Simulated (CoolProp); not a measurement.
Model: reference Helmholtz-energy equation of state, Fiedler 2023, in CoolProp.

Question: Give the vapour pressure (MPa), vapour density (kg/m³), enthalpy of vaporisation (kJ/kg), liquid cp (kJ/(kg K)) of saturated tetrahydrofuran at 109.55, 127.75, 182.55 °C.

Answer: 
```tsv
T (°C)	p (MPa)	vapour density (kg/m³)	enthalpy of vaporisation (kJ/kg)	liquid cp (kJ/(kg K))
109.55	0.347	8.45	382	2.08
127.75	0.530	12.7	365	2.17
182.55	1.53	36.6	304	2.49
```
